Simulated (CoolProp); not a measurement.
The fluid at 257.11 K and 0.599 MPa flows at 6.5 m/s in a round tube of 2 mm bore and 15 µm roughness, fully developed (64/Re and Nu = 3.66 if laminar; Colebrook and Gnielinski if turbulent). The same conditions are run with several fluids, on thermodynamics alone (safety and materials aside).

Values from CoolProp's reference Helmholtz-energy equation of state of each fluid (R134a: Tillner-Roth 1994; R143a: Lemmon and Jacobsen 2000; R227EA: Lemmon 2016; R142b: Lemmon 2006; R123: Younglove 1994).

```json
[
 {"fluid": "R134a", "Reynolds number": "52900", "Darcy friction factor": "0.0358", "pressure drop (Pa/m)": "510000", "heat-transfer coefficient (W/(m² K))": "20800", "mass flow (kg/h)": "99.1"},
 {"fluid": "R143a", "Reynolds number": "85200", "Darcy friction factor": "0.0353", "pressure drop (Pa/m)": "402000", "heat-transfer coefficient (W/(m² K))": "24400", "mass flow (kg/h)": "79.2"},
 {"fluid": "R227EA", "Reynolds number": "[?]", "Darcy friction factor": "0.0359", "pressure drop (Pa/m)": "586000", "heat-transfer coefficient (W/(m² K))": "15400", "mass flow (kg/h)": "114"},
 {"fluid": "R142b", "Reynolds number": "42500", "Darcy friction factor": "[?]", "pressure drop (Pa/m)": "461000", "heat-transfer coefficient (W/(m² K))": "16700", "mass flow (kg/h)": "88.9"},
 {"fluid": "R123", "Reynolds number": "29000", "Darcy friction factor": "0.0368", "pressure drop (Pa/m)": "[?]", "heat-transfer coefficient (W/(m² K))": "12600", "mass flow (kg/h)": "[?]"}
]
```

**Question.** Fill in the missing entries.

**Answer.** 
- R227EA, Reynolds number: 48000
- R142b, Darcy friction factor: 0.0361
- R123, pressure drop (Pa/m): 609000
- R123, mass flow (kg/h): 115

Transport values come from each fluid's own correlations; those of R134a, R143a, R227EA, R142b are estimates that may be off by 10 % or more.
